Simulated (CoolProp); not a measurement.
Saturation properties of octamethyltrisiloxane (MDM).

Computed with CoolProp (reference Helmholtz-energy equation of state, Thol 2017).

```
T (K)    p (MPa)  liquid density (kg/m³)  enthalpy of vaporisation (kJ/kg)
-----  ---------  ----------------------  --------------------------------
298.8  0.0005210                   814.6                             204.1
302.9  0.0006772                   810.5                             202.4
307    0.0008726                   806.3                             200.8
311.1   0.001115                   802.2                             199.2
315.2   0.001412                   798.0                             197.6
319.2   0.001766                   793.9                             196.1
323.3   0.002204                   789.7                             194.5
327.4   0.002731                   785.5                             192.9
331.5   0.003361                   781.3                             191.3
```

It boils at 425.6 K under 1 atm.
